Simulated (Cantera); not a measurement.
Ignition delay

Mixture: 10.2 % CH4, 2.96 % CO, 18.3 % O2, 68.6 % N2, at 5.00 bar, adiabatic and at constant pressure. Ignition delay is the time to a rise of 400 K.

Detailed kinetics in Cantera: GRI-Mech 3.0 (53 species, 325 reactions).

| T0 (K) | delay (ms) |
|---|---|
| 1300 | 3.90 |
| 1350 | 2.11 |
| 1400 | 1.17 |
| 1450 | 0.670 |
| 1500 | 0.393 |
| 1550 | 0.237 |

The apparent activation energy between 1450 and 1550 K is 190 kJ/mol.
